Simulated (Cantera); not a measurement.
# Thermodynamics of silicon oxide and oxynitride deposition, feed Si₂H₆ + O₃ + H₂

Charge: 1 mol Si₂H₆, 4.5 mol O₃, 6.2 mol H₂, held at 1.00 bar.

Method: chemical equilibrium by Gibbs-energy minimisation in Cantera with the NASA 1993 tables (ideal gas, pure condensed phases). Candidate condensed phases: H₂O, Si, SiO₂; 18 gas species. The feed counts by its element totals alone. The tables hold silica as quartz up to 1696 K and as liquid above; real silica turns to tridymite and cristobalite and melts near 1996 K. Gases not in the tables: Si(OH)₄. Kinetics and transport are ignored.

At 700 K the condensed part is SiO₂(α-quartz). From 850 K to 1600 K the condensed part is SiO₂(β-quartz). From 1750 K to 1900 K the condensed part is SiO₂(condensed).

```tsv
T (K)	log p H₂O	log p O₂	log p OH	log p H₂	log p O	log p H	n SiO₂(α-quartz)	n SiO₂(β-quartz)	n SiO₂(condensed)
700	-0.01	-1.79	-10.35	<-12	<-12	<-12	2.00	0	0
850	-0.01	-1.79	-8.22	-11.45	<-12	<-12	0	2.00	0
1000	-0.01	-1.79	-6.72	-9.17	-10.70	<-12	0	2.00	0
1150	-0.01	-1.79	-5.61	-7.48	-8.98	-10.87	0	2.00	0
1300	-0.01	-1.79	-4.76	-6.17	-7.65	-9.04	0	2.00	0
1450	-0.01	-1.80	-4.09	-5.13	-6.59	-7.59	0	2.00	0
1600	-0.01	-1.80	-3.54	-4.29	-5.74	-6.41	0	2.00	0
1750	-0.01	-1.80	-3.08	-3.59	-5.02	-5.43	0	0	2.00
1900	-0.01	-1.80	-2.70	-3.00	-4.42	-4.60	0	0	2.00
```
log p: log10 of the partial pressure in bar; n: condensed amount in mol.
